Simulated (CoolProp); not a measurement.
Values from CoolProp's reference Helmholtz-energy equation of state, Gedanitz 2015.

Question: For cyclopentane, give the phase and the cv (kJ/(kg K)), Joule-Thomson coefficient (K/MPa) at 3.35 °C and 1.01 bar; 53.95 °C and 1.01 bar; 138.35 °C and 1.01 bar.

Answer: 
- 3.35 °C and 1.01 bar: liquid; cv 1.19, Joule-Thomson coefficient -0.502
- 53.95 °C and 1.01 bar: gas; cv 1.22, Joule-Thomson coefficient 31.1
- 138.35 °C and 1.01 bar: gas; cv 1.63, Joule-Thomson coefficient 13.9
